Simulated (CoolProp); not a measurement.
A Linde-Hampson liquefier for CF4 (R14): isothermal reversible compression at 300 K from 1 atm to 5 MPa, throttling to 1 atm, return gas leaving the recuperator 5 K below the feed. Each further row changes one setting.

Model: reference Helmholtz-energy equation of state, Platzer 1990, in CoolProp. This equation is an older, rougher fit; its heat capacities, sound speeds and derivatives of the liquid may be far off and weren't checked against measurements.

```csv
case,liquid yield per pass,compression work (kJ/kg of gas)
as stated,0.075,106
high pressure 10 MPa,?,?
warm-end temperature 330 K,?,?
warm-end gap 10 K,?,106
```

Problem. Some entries are withheld; supply them.

Solution. 
- high pressure 10 MPa, liquid yield per pass: 0.172
- high pressure 10 MPa, compression work (kJ/kg of gas): 121
- warm-end temperature 330 K, liquid yield per pass: 0.051
- warm-end temperature 330 K, compression work (kJ/kg of gas): 118
- warm-end gap 10 K, liquid yield per pass: 0.060
